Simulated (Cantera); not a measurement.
A jet of H₂ : O₂ : N₂ = 0.013 : 0.082 : 0.79 (molar parts) at 300 K and 0.0950 bar hits a platinum plate 4.1 cm away at a mass flux of 0.11 kg/m²/s; the plate temperature is set and raised in steps from an oxygen-covered start.

Cantera simulation using Deutschmann's 1995 Pt surface mechanism with GRI-Mech 3.0 gas chemistry; the numbers are that mechanism's predictions, not measurements. Catalytic surfaces can have several steady states; this one follows from the mechanism file's or the stated starting coverage.

One state of this run: wall x H₂ = 0.000901; wall x O₂ = 0.0779; wall x H₂O = 0.0262; wall x OH = 1.03e-8; θ free Pt = 0.157; θ O* = 0.842; θ OH* = 0.00152. x: mole fraction at the wall; θ: surface coverage.

Q: Which value of plate T (K) does it belong to?
(A) 700
(B) 950
(C) 750
(D) 850

A: D, 850
